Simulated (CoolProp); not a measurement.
Vapour-liquid equilibrium of cyclohexane (1) + toluene (2) at 405.4 K; x and y are mole fractions of (1).

Computed with CoolProp (multi-fluid Helmholtz-energy mixture model, Zhou 2014 and Lemmon 2006; pair parameters Bell 2016).

| x | bubble pressure, mixture model (kPa) | bubble pressure, Raoult's law (kPa) | y, mixture model | y, Raoult's law |
|---|---|---|---|---|
| 0.05 | 194.6 | 190.5 | 0.114 | 0.100 |
| 0.15 | 221.1 | 210.5 | 0.293 | 0.271 |
| 0.25 | 245.4 | 230.6 | 0.428 | 0.413 |
| 0.35 | 267.7 | 250.6 | 0.536 | 0.532 |
| 0.45 | 288.3 | 270.7 | 0.626 | 0.633 |
| 0.55 | 307.4 | 290.8 | 0.704 | 0.721 |
| 0.65 | 325.3 | 310.8 | 0.774 | 0.797 |
| 0.75 | 342.2 | 330.9 | 0.840 | 0.864 |
| 0.85 | 358.2 | 350.9 | 0.904 | 0.923 |
| 0.95 | 373.6 | 371.0 | 0.968 | 0.976 |

The largest gap from Raoult's law is +6.8 % in bubble pressure, at x = 0.35. No azeotrope shows between x = 0.05 and 0.95.

The pair parameters rest on a limited set of measurements; away from them the model extrapolates.
